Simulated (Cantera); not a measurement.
# Thermodynamics of carbothermic reduction, feed Cu2O + CH4 + CO + C

Feed: 1 mol Cu2O, 0.65 mol CH4, 2.3 mol CO, 4.8 mol C, equilibrated at 24000 Pa.

These are equilibrium values from Cantera (NASA tables, ideal gas, pure condensed phases), not measurements of a reactor. Candidate condensed phases: C, C6H6, C7H8, C8H18, Cu, CuO, Cu(OH)2, Cu2O, H2O; 113 gas species. Equilibrium is a limit: real reactors are often held back by kinetics, nucleation or transport.

```json
[
 {"T (K)": "1423", "x CO": "0.717", "x H2": "0.282", "x Cu": "8.72e-6", "x H": "7.21e-6", "x Cu2": "2.02e-9", "x C2H2 (acetylene)": "9.70e-7", "x CO2": "0.000168", "x H2O": "0.000150", "n C(graphite)": "4.45", "n Cu(l)": "2.00"},
 {"T (K)": "1498", "x CO": "0.717", "x H2": "0.282", "x Cu": "3.31e-5", "x H": "1.86e-5", "x Cu2": "1.28e-8", "x C2H2 (acetylene)": "2.49e-6", "x CO2": "8.34e-5", "x H2O": "8.47e-5", "n C(graphite)": "4.45", "n Cu(l)": "2.00"},
 {"T (K)": "1573", "x CO": "0.717", "x H2": "0.282", "x Cu": "0.000110", "x H": "4.41e-5", "x Cu2": "6.78e-8", "x C2H2 (acetylene)": "5.83e-6", "x CO2": "4.44e-5", "x H2O": "5.06e-5", "n C(graphite)": "4.45", "n Cu(l)": "2.00"},
 {"T (K)": "1648", "x CO": "0.717", "x H2": "0.282", "x Cu": "0.000329", "x H": "9.66e-5", "x Cu2": "3.06e-7", "x C2H2 (acetylene)": "1.26e-5", "x CO2": "2.51e-5", "x H2O": "3.16e-5", "n C(graphite)": "4.45", "n Cu(l)": "2.00"},
 {"T (K)": "1723", "x CO": "0.717", "x H2": "0.282", "x Cu": "0.000889", "x H": "0.000198", "x Cu2": "1.20e-6", "x C2H2 (acetylene)": "2.55e-5", "x CO2": "1.49e-5", "x H2O": "2.06e-5", "n C(graphite)": "4.45", "n Cu(l)": "2.00"},
 {"T (K)": "1798", "x CO": "0.716", "x H2": "0.282", "x Cu": "0.00220", "x H": "0.000381", "x Cu2": "4.19e-6", "x C2H2 (acetylene)": "4.86e-5", "x CO2": "9.29e-6", "x H2O": "1.39e-5", "n C(graphite)": "4.45", "n Cu(l)": "1.99"},
 {"T (K)": "1873", "x CO": "0.713", "x H2": "0.281", "x Cu": "0.00507", "x H": "0.000698", "x Cu2": "1.31e-5", "x C2H2 (acetylene)": "8.76e-5", "x CO2": "5.99e-6", "x H2O": "9.68e-6", "n C(graphite)": "4.45", "n Cu(l)": "1.98"},
 {"T (K)": "1948", "x CO": "0.709", "x H2": "0.279", "x Cu": "0.0109", "x H": "0.00122", "x Cu2": "3.76e-5", "x C2H2 (acetylene)": "0.000150", "x CO2": "3.98e-6", "x H2O": "6.87e-6", "n C(graphite)": "4.45", "n Cu(l)": "1.95"},
 {"T (K)": "2023", "x CO": "0.701", "x H2": "0.275", "x Cu": "0.0222", "x H": "0.00203", "x Cu2": "9.89e-5", "x C2H2 (acetylene)": "0.000245", "x CO2": "2.70e-6", "x H2O": "4.95e-6", "n C(graphite)": "4.45", "n Cu(l)": "1.89"},
 {"T (K)": "2098", "x CO": "0.685", "x H2": "0.268", "x Cu": "0.0427", "x H": "0.00325", "x Cu2": "0.000242", "x C2H2 (acetylene)": "0.000383", "x CO2": "1.85e-6", "x H2O": "3.57e-6", "n C(graphite)": "4.45", "n Cu(l)": "1.79"},
 {"T (K)": "2173", "x CO": "0.659", "x H2": "0.257", "x Cu": "0.0785", "x H": "0.00499", "x Cu2": "0.000554", "x C2H2 (acetylene)": "0.000566", "x CO2": "1.25e-6", "x H2O": "2.53e-6", "n C(graphite)": "4.44", "n Cu(l)": "1.60"},
 {"T (K)": "2248", "x CO": "0.615", "x H2": "0.238", "x Cu": "0.138", "x H": "0.00731", "x Cu2": "0.00120", "x C2H2 (acetylene)": "0.000787", "x CO2": "8.16e-7", "x H2O": "1.72e-6", "n C(graphite)": "4.44", "n Cu(l)": "1.24"}
]
```
x: gas mole fraction; n: condensed amount in mol.

From 1423 K to 2248 K the condensed part is C(graphite) + Cu(l). The main Cu-bearing gas is Cu throughout.
